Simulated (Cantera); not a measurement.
Feed: 1 mol NiS, a varied amount of H2, equilibrated at 1200 K and 1.00 bar.

These are equilibrium values from Cantera (NASA tables, ideal gas, pure condensed phases), not measurements of a reactor. Candidate condensed phases: Ni, NiS, NiS2, Ni3S2, Ni3S4, S; 9 gas species. Metal and sulfide melt together well below either melting point, which pure phases cannot show. Mutual solubility and eutectic melting of coexisting phases are not modelled. Kinetics and transport are ignored.

x: gas mole fraction; n: condensed amount in mol.

| n(H2) (mol) | x H2 | x H2S | x SH | x H | x S2 | n Ni3S2(l) | n Ni(s) |
|---|---|---|---|---|---|---|---|
| 38 | 0.991 | 0.00877 | 1.44e-6 | 1.96e-7 | 1.57e-7 | 0.333 | 0 |
| 61 | 0.993 | 0.00701 | 1.15e-6 | 1.97e-7 | 1.00e-7 | 0.286 | 0.142 |
| 100 | 0.993 | 0.00701 | 1.15e-6 | 1.97e-7 | 1.00e-7 | 0.149 | 0.552 |
| 160 | 0.994 | 0.00625 | 1.03e-6 | 1.97e-7 | 7.95e-8 | 0 | 1.00 |
| 260 | 0.996 | 0.00385 | 6.31e-7 | 1.97e-7 | 3.00e-8 | 0 | 1.00 |
| 430 | 0.998 | … | … | 1.97e-7 | … | 0 | 1.00 |
| 690 | 0.999 | … | … | 1.97e-7 | … | 0 | 1.00 |
| 1100 | 0.999 | 0.000909 | 1.49e-7 | 1.97e-7 | 1.66e-9 | 0 | 1.00 |

Problem. Some entries are withheld; supply them.

Solution. 
- 430, x H2S: 0.00233
- 430, x SH: 3.81e-7
- 430, x S2: 1.09e-8
- 690, x H2S: 0.00145
- 690, x SH: 2.37e-7
- 690, x S2: 4.23e-9
